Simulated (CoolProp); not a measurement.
A single-stage vapour-compression cycle with cyclopropane: evaporating at 314.15 K (dew point), condensing at 345.15 K (bubble point), superheat 10 K, subcooling 2 K, compressor efficiency 0.85, no pressure losses. Each further row changes one setting.

Computed with CoolProp (reference Helmholtz-energy equation of state, Polt 1992). This equation is an older, rougher fit; its heat capacities, sound speeds and derivatives of the liquid may be far off and weren't checked against measurements.

| case | cooling COP | pressure ratio | discharge temperature (K) | refrigerating effect (kJ/kg) | volumetric capacity (kJ/m³) |
|---|---|---|---|---|---|
| as stated | 7.23 | 1.98 | 364.4 | 322 | 6450 |
| evaporating temperature 319.15 K | 8.91 | 1.76 | 362.6 | 326 | 7350 |
| condensing temperature 340.15 K | 8.87 | 1.79 | 358.2 | 335 | 6720 |
| subcooling 7 K | 7.54 | 1.98 | 364.4 | 335 | 6720 |
| superheat 20 K | 7.25 | 1.98 | 373.7 | 340 | 6470 |
| compressor efficiency 0.75 | 6.38 | 1.98 | 367.1 | 322 | 6450 |
